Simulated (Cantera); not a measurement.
Charge: 1 mol C₃H₆, 0.13 mol NH₃, 0.007 mol H₂, held at 0.00133 bar.

Equilibrium computed with Cantera from the NASA thermochemical tables; the gas is ideal and each condensed phase is pure. Candidate condensed phases: C, C₆H₆, C₇H₈, C₈H₁₈; 92 gas species. Equilibrium is a limit: real reactors are often held back by kinetics, nucleation or transport.

Question: At 2048 K, list the 4 most abundant gas species with their mole fractions, and the condensed phases.

Answer: H₂ 0.920, H 0.0588, N₂ 0.0181, HCN 0.00229. Condensed: C(graphite).
